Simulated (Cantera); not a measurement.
Feed: 1 mol SiH2Cl2, 7.5 mol N2, held at 0.100 bar.

These are equilibrium values from Cantera (NASA tables, ideal gas, pure condensed phases), not measurements of a reactor. Candidate condensed phases: NH4Cl, Si, Si3N4; 28 gas species. N2 is the only nitrogen source here; it is nearly inert below about 1500 K, so the nitride shown seldom forms there in practice. Gases not in the tables: Si2H6 and higher silanes. The numbers say what is thermodynamically allowed, not how fast it happens.

Q: Which condensed phases are stable at each of these points (T (K)): 873, 973, 1073, 1173, 1273, 1373, 1473, 1573, 1673, 1773, 1873, 1973, 2073?

A: 
```
T (K)  condensed phases  Si condensed (%)
-----  ----------------  ----------------
873            Si3N4(s)              77.2
973            Si3N4(s)              78.9
1073           Si3N4(s)              80.2
1173           Si3N4(s)              81.2
1273           Si3N4(s)              81.7
1373           Si3N4(s)              81.0
1473           Si3N4(s)              77.1
1573           Si3N4(s)              67.6
1673           Si3N4(s)              54.1
1773           Si3N4(s)              41.0
1873           Si3N4(s)              30.2
1973              Si(l)              23.9
2073              Si(l)              23.9
```

From 873 K to 1873 K the condensed part is Si3N4(s). From 1973 K to 2073 K the condensed part is Si(l).
